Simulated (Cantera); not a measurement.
A freely propagating, adiabatic, planar premixed flame of CH4 : CO : O2 : N2 : H2O = 1 : 1.2 : 2.99 : 9.26 : 1.6 (molar parts), equivalence ratio 0.87, unburnt at 475 K and 3000 Torr; mixture-averaged transport, grid criteria slope 0.08 and curve 0.16, no radiation.

Detailed kinetics in Cantera: GRI-Mech 3.0 (53 species, 325 reactions). Burning velocities carry a grid error of a few per cent, more on coarse grids.

How do the results move with these cheaper or finer settings: unity-Lewis-number transport; multicomponent transport; multicomponent+Soret transport; grid criteria slope 0.5, curve 1; grid criteria slope 0.25, curve 0.5; grid criteria slope 0.03, curve 0.06?


```
setting                               laminar burning velocity  thermal thickness  peak x(H2)  grid points  grid points
------------------------------------  ------------------------  -----------------  ----------  -----------  -----------
as above                                             52.0 cm/s           0.137 mm     0.00897          146          146
unity-Lewis-number transport                         45.7 cm/s           0.140 mm     0.00968          141          141
multicomponent transport                             52.7 cm/s           0.139 mm     0.00908          146          146
multicomponent+Soret transport                       51.8 cm/s           0.140 mm     0.00857          146          146
grid criteria slope 0.5, curve 1                     57.1 cm/s           0.151 mm     0.00911           33           33
grid criteria slope 0.25, curve 0.5                  53.4 cm/s           0.142 mm     0.00900           56           56
grid criteria slope 0.03, curve 0.06                 51.1 cm/s           0.136 mm     0.00892          337          337
```
The base run took about 8 core-seconds (a rough figure).
Unity Lewis numbers drop preferential diffusion, which matters most where H2 and H carry the flame; Soret adds thermal diffusion.
